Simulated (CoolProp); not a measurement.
Computed with CoolProp (reference Helmholtz-energy equation of state, Lemmon 2006). It is a short technical equation, of lower accuracy than the large ones.

**Question.** Give the vapour pressure (kPa), liquid density (kg/m³), liquid cp (kJ/(kg K)), vapour Z of saturated toluene at 140.05, 165.95 °C.

**Answer.** 
| T (°C) | p (kPa) | liquid density (kg/m³) | liquid cp (kJ/(kg K)) | vapour Z |
|---|---|---|---|---|
| 140.05 | 218 | 748 | 2.12 | 0.931 |
| 165.95 | 390 | 719 | 2.22 | 0.897 |
